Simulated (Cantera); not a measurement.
## Equilibrium for boron, boron nitride and boron oxide: borazine + O2 + H2O

Input: 1 mol borazine, 9.6 mol O2, 1.1 mol H2O, at 0.0720 bar.

Equilibrium computed with Cantera from the NASA thermochemical tables; the gas is ideal and each condensed phase is pure. Candidate condensed phases: B, BN, B2O3, B3O3H3, H2O; 39 gas species. The feed counts by its element totals alone. Gases not in the tables: H3BO3. Rates play no part.

```
T (°C)   x O2  x H2O  x HBO2   x N2    x B2O3      x OH     x BO2  n B2O3(l)
------  -----  -----  ------  -----  --------  --------  --------  ---------
1100    0.507  0.347  0.0155  0.130   1.74e-5  0.000105   5.83e-6       1.40
1200    0.500  0.330  0.0407  0.128  0.000172  0.000268   4.09e-5       1.26
1300    0.486  0.295  0.0908  0.124   0.00125  0.000587  0.000222      0.935
1400    0.462  0.238   0.172  0.118   0.00706   0.00109  0.000968      0.315
1500    0.449  0.214   0.202  0.115    0.0134   0.00200   0.00229          0
1600    0.447  0.216   0.197  0.114    0.0152   0.00361   0.00399          0
1700    0.444  0.217   0.191  0.113    0.0168   0.00613   0.00652          0
1800    0.440  0.217   0.184  0.112    0.0182   0.00988    0.0101          0
1900    0.434  0.216   0.176  0.111    0.0192    0.0152    0.0149          0
```
x: gas mole fraction; n: condensed amount in mol.

From 1100 °C to 1400 °C the condensed part is B2O3(l). From 1500 °C to 1900 °C nothing is condensed.
